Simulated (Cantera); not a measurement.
Feed: 1 mol Si3N4, 86 mol HCl, 0.54 mol N2, 13 mol Cl2, equilibrated at 1400 °C and 10000 Pa.

Cantera equilibrium calculation (NASA polynomials, part measured and part estimated; ideal gas, pure solids and liquids). Candidate condensed phases: NH4Cl, Si, Si3N4; 28 gas species. The tables' values for SiCl3 are old estimates; treat these amounts as uncertain. Rates play no part.

Base state: HCl 0.836, Cl 0.0846, SiCl4 0.0290, Cl2 0.0258, N2 0.0247, SiCl3 0.000159 (mole fractions); condensed: gas only.

Task: What changes in the equilibrium state with this change: temperature from 1400 °C to 1250 °C?

Result: 
```
species    before    after
-------  --------  -------
HCl         0.836    0.853
Cl         0.0846   0.0463
Cl2        0.0258   0.0463
SiCl4      0.0290   0.0297
N2         0.0247   0.0252
SiCl3    0.000159  1.85e-5
```

Task: What changes in the equilibrium state with this change: Si3N4 replaced by AlN?

Result: 
| species | before | after |
|---|---|---|
| HCl | 0.836 | 0.813 |
| Cl | 0.0846 | 0.118 |
| Cl2 | 0.0258 | 0.0499 |
| SiCl4 | 0.0290 | 0 |
| N2 | 0.0247 | 0.00983 |
| AlCl3 | 0 | 0.00945 |
| SiCl3 | 0.000159 | 0 |
Further candidate phases: Al, AlCl3, AlN.

Task: What changes in the equilibrium state with this change: temperature from 1400 °C to 1127 °C?

Result: 
| species | before | after |
|---|---|---|
| HCl | 0.836 | 0.863 |
| Cl2 | 0.0258 | 0.0593 |
| SiCl4 | 0.0290 | 0.0301 |
| Cl | 0.0846 | 0.0219 |
| N2 | 0.0247 | 0.0255 |
| SiCl3 | 0.000159 | 2.61e-6 |
